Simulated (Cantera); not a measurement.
CH2F2 + H2 (fluorocarbon and chlorocarbon gases)

Charge: 1 mol CH2F2, 0.16 mol H2, held at 12.0 Pa.

Equilibrium computed with Cantera from the NASA thermochemical tables; the gas is ideal and each condensed phase is pure. Candidate condensed phases: C, C6H6, C7H8, C8H18; 110 gas species. Ions and electrons are included (thermal ionisation). Rates play no part.

At 2500 K the condensed part is C(graphite). From 2750 K to 5000 K nothing is condensed. The main C-bearing gas is C3 at 2500 K and C at 5000 K.

| T (K) | x HF | x H | x F | x C | x C3 | x C2 | x CF | n C(graphite) |
|---|---|---|---|---|---|---|---|---|
| 2500 | 0.767 | 0.171 | 0.0494 | 0.00139 | 0.00414 | 0.000382 | 0.00161 | 0.959 |
| 2750 | 0.385 | 0.293 | 0.194 | 0.0259 | 0.0786 | 0.00923 | 0.0104 | 0 |
| 3000 | 0.106 | 0.411 | 0.333 | 0.0959 | 0.0304 | 0.0136 | 0.00874 | 0 |
| 3250 | 0.0196 | 0.431 | 0.366 | 0.170 | 0.00274 | 0.00650 | 0.00306 | 0 |
| 3500 | 0.00415 | 0.435 | 0.374 | 0.185 | 0.000102 | 0.00153 | 0.000777 | 0 |
| 3750 | 0.00106 | 0.436 | 0.375 | 0.187 | 4.88e-6 | 0.000384 | 0.000219 | 0 |
| 4000 | 0.000319 | 0.436 | 0.376 | 0.188 | 3.33e-7 | 0.000113 | 7.16e-5 | 0 |
| 4250 | 0.000110 | 0.436 | 0.376 | 0.188 | 3.09e-8 | 3.82e-5 | 2.65e-5 | 0 |
| 4500 | 4.29e-5 | 0.436 | 0.376 | 0.187 | 3.72e-9 | 1.45e-5 | 1.09e-5 | 0 |
| 4750 | 1.84e-5 | 0.436 | 0.376 | 0.187 | 5.56e-10 | 6.07e-6 | 4.92e-6 | 0 |
| 5000 | 8.53e-6 | 0.435 | 0.375 | 0.185 | 9.92e-11 | 2.75e-6 | 2.39e-6 | 0 |
x: gas mole fraction; n: condensed amount in mol.
